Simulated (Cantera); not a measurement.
A Cantera script and its output.

```python
import numpy as np
import cantera as ct

gas = ct.Solution("gri30.yaml")


def delay(T, t_max=10):
    gas.TPX = T, 560000, {'CH4': 1, 'O2': 5, 'N2': 18.8}
    reactor = ct.IdealGasConstPressureReactor(gas, clone=False)
    net = ct.ReactorNet([reactor])
    net.rtol, net.atol = 1e-8, 1e-16
    while net.time < t_max:
        t_old, T_old = net.time, reactor.T
        net.step()
        if reactor.T > T + 400:  # ignition: a rise of 400 K
            return t_old + (T + 400 - T_old) / (reactor.T - T_old) * (net.time - t_old)
    return np.nan


taus = []
for T in [1275, 1350, 1425, 1500, 1575, 1650, 1725]:
    taus.append(delay(T))
    print(f"T0 = {T:6g} K   tau = {taus[-1]:.4e} s")
```

Result:

```
T0 =   1275 K   tau = 2.3096e-03 s
T0 =   1350 K   tau = 9.8557e-04 s
T0 =   1425 K   tau = 4.5150e-04 s
T0 =   1500 K   tau = 2.2161e-04 s
T0 =   1575 K   tau = 1.1633e-04 s
T0 =   1650 K   tau = 6.5097e-05 s
T0 =   1725 K   tau = 3.8630e-05 s
```

Cantera simulation using GRI-Mech 3.0 (53 species, 325 reactions); the numbers are that mechanism's predictions, not measurements.
